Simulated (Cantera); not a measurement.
An adiabatic, constant-pressure homogeneous reactor starts with 19.9 % H₂, 6.64 % O₂, 73.2 % N₂, 0.219 % NO, at 1725 K and 7280 Torr.

Detailed kinetics in Cantera: GRI-Mech 3.0 (53 species, 325 reactions). The hydrogen kinetics of GRI-Mech 3.0 are dated; newer H2 mechanisms differ, most at raised pressure.

One state of this run: T (K) = 2632; x H₂ = 0.0686; x O₂ = 5.34e-5; x NO = 0.000457; x N₂ = 0.783; x H = 0.00370; x N₂O = 7.91e-8. x: mole fraction; the columns are a selection and need not sum to one.

Task: Which value of t (s) does it belong to?
A) 2.39
B) 2.00e-6
C) 5.05e-5
D) 0.000148

Result: A, 2.39
